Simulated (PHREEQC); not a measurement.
0.5 mol of Jarosite-K (KFe3(SO4)2(OH)6) is brought to equilibrium with 1 kg of water holding 0.041 mol NaCl, with rising amounts of FeCl3, at 25 °C. O2 is buffered at 0.21 atm. No CO2 enters from the air. Names ending in (a), (am) or -a are amorphous solids. The run lets Jarosite-K, Fe(OH)3(a), Halite, Sylvite precipitate or redissolve, and no other solid.

All values are PHREEQC results (ion-association model, phreeqc.dat), not measurements.

Predict pH, dissolved K (mol/kgw), dissolved S (mol/kgw) at FeCl3 added (mol) = 0.00833, 0.0187, 0.0208.


```csv
FeCl3 added (mol),pH,dissolved K (mol/kgw),dissolved S (mol/kgw)
0.00833,2.47,6.60e-5,0.000132
0.0187,2.25,0.000142,0.000283
0.0208,2.22,0.000157,0.000314
```
